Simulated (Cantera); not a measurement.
CuO + CH4 + CO (carbothermic reduction)

A closed system holds: 1 mol CuO, 3.2 mol CH4, 0.72 mol CO, equilibrated at 100000 Pa.

Equilibrium computed with Cantera from the NASA thermochemical tables; the gas is ideal and each condensed phase is pure. Candidate condensed phases: C, C6H6, C7H8, C8H18, Cu, CuO, Cu(OH)2, Cu2O, H2O; 113 gas species. Equilibrium is a limit: real reactors are often held back by kinetics, nucleation or transport.

From 1498 K to 2298 K the condensed part is C(graphite) + Cu(l). The main Cu-bearing gas is Cu throughout.

| T (K) | x H2 | x CO | x Cu | x H | x C2H2 (acetylene) | x CH4 | n C(graphite) | n Cu(l) |
|---|---|---|---|---|---|---|---|---|
| 1498 | 0.786 | 0.212 | 7.95e-6 | 1.52e-5 | 6.93e-6 | 0.00160 | 2.19 | 1.000 |
| 1598 | 0.787 | 0.212 | 3.86e-5 | 4.72e-5 | 2.12e-5 | 0.00102 | 2.19 | 1.000 |
| 1698 | 0.787 | 0.212 | 0.000155 | 0.000128 | 5.67e-5 | 0.000684 | 2.19 | 0.999 |
| 1798 | 0.787 | 0.212 | 0.000529 | 0.000312 | 0.000136 | 0.000479 | 2.19 | 0.996 |
| 1898 | 0.786 | 0.211 | 0.00158 | 0.000693 | 0.000296 | 0.000349 | 2.19 | 0.987 |
| 1998 | 0.783 | 0.211 | 0.00423 | 0.00142 | 0.000593 | 0.000261 | 2.19 | 0.965 |
| 2098 | 0.776 | 0.209 | 0.0102 | 0.00271 | 0.00111 | 0.000200 | 2.18 | 0.915 |
| 2198 | 0.764 | 0.206 | 0.0228 | 0.00487 | 0.00194 | 0.000154 | 2.17 | 0.807 |
| 2298 | 0.740 | 0.201 | 0.0474 | 0.00824 | 0.00316 | 0.000118 | 2.14 | 0.586 |
x: gas mole fraction; n: condensed amount in mol.
